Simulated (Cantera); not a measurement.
Input (Python, Cantera) and output of one run.

```python
import numpy as np
import cantera as ct

gas_names = """
    N2 CL2
""".split()
cond_names = """
    AL(cr) ALCL3(L) ALN(s)
""".split()


# ... load() reads the species with a 1 bar reference pressure and builds the phases ...
species = {s.name: s for s in load("nasa_gas.yaml", gas_names) + load("nasa_condensed.yaml", cond_names)}
T = 900
g = {n: (s.thermo.h(T) - T * s.thermo.s(T)) / (ct.gas_constant * T * np.log(10)) for n, s in species.items()}
valid = cond_names  # the entries whose range holds T


def stable(la, lb):
    # potentials (over RT ln 10) of the two non-metals from log10 p(N2) and log10 p(CL2) in bar
    mu = {}
    mu["N"] = (g["N2"] + la) / 2
    mu["Cl"] = (g["CL2"] + lb) / 2
    cost = {}
    for n in valid:
        c = species[n].composition
        cost[n] = (g[n] - sum(c.get(e, 0) * m for e, m in mu.items())) / c["Al"]
    return min(cost, key=cost.get)


results = []
for lb in [1, -3.6, -8.1, -12.7, -17.2, -21.8, -26.3, -30.9, -35.4, -40]:
    row = [stable(la, lb) for la in [-27, -25.6, -24.3, -23, -21.6, -20.2, -18.9, -17.5, -16.2, -14.8, -13.5, -12.1, -10.8, -9.4, -8.1, -6.8, -5.4, -4, -2.7, -1.3, 0]]
    results.append(row)
    print(f"{lb:6.1f}  " + " ".join(f"{valid.index(n):x}" for n in row))
print("key: " + ", ".join(f"{i:x} {n}" for i, n in enumerate(valid)))
```

Output:

```
   1.0  1 1 1 1 1 1 1 1 1 1 1 1 1 1 1 1 1 1 1 1 1
  -3.6  1 1 1 1 1 1 1 1 1 1 1 1 1 1 1 1 1 1 1 1 1
  -8.1  1 1 1 1 1 1 1 1 1 1 1 1 1 1 1 1 1 1 1 1 1
 -12.7  1 1 1 1 1 1 1 1 1 1 1 1 1 1 1 1 1 1 2 2 2
 -17.2  1 1 1 1 1 1 1 1 2 2 2 2 2 2 2 2 2 2 2 2 2
 -21.8  0 2 2 2 2 2 2 2 2 2 2 2 2 2 2 2 2 2 2 2 2
 -26.3  0 2 2 2 2 2 2 2 2 2 2 2 2 2 2 2 2 2 2 2 2
 -30.9  0 2 2 2 2 2 2 2 2 2 2 2 2 2 2 2 2 2 2 2 2
 -35.4  0 2 2 2 2 2 2 2 2 2 2 2 2 2 2 2 2 2 2 2 2
 -40.0  0 2 2 2 2 2 2 2 2 2 2 2 2 2 2 2 2 2 2 2 2
key: 0 AL(cr), 1 ALCL3(L), 2 ALN(s)
```

Cantera with NASA thermochemical tables; ideal gases at 1 bar, condensed phases pure. Part of the grid cannot be reached: there another gas would pass 10 bar, or a non-metal would condense.
